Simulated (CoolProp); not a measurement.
Vapour-liquid equilibrium of ethylene (1) + carbon dioxide (2) at 233.8 K; x and y are mole fractions of (1).

Values from CoolProp's multi-fluid Helmholtz-energy mixture model, Smukala 2000 and Span 1996; pair parameters Bell 2016.

| x | bubble pressure (MPa) | y at the bubble point | dew pressure at overall composition x (MPa) | liquid density (mol/L) |
|---|---|---|---|---|
| 0.05 | 1.115 | 0.111 | 1.067 | 24.64 |
| 0.15 | 1.244 | 0.262 | 1.148 | 23.38 |
| 0.25 | 1.333 | 0.366 | 1.234 | 22.23 |
| 0.35 | 1.398 | 0.450 | 1.320 | 21.19 |
| 0.45 | 1.445 | 0.525 | 1.398 | 20.23 |
| 0.55 | 1.480 | 0.598 | 1.458 | 19.37 |
| 0.65 | 1.502 | 0.673 | 1.496 | 18.58 |
| 0.75 | 1.512 | 0.754 | 1.512 | 17.87 |
| 0.85 | 1.510 | 0.844 | 1.509 | 17.23 |
| 0.95 | 1.494 | 0.944 | 1.493 | 16.65 |

y crosses x between x = 0.75 and 0.85: the model has an azeotrope there.

The pair parameters rest on a limited set of measurements; away from them the model extrapolates.
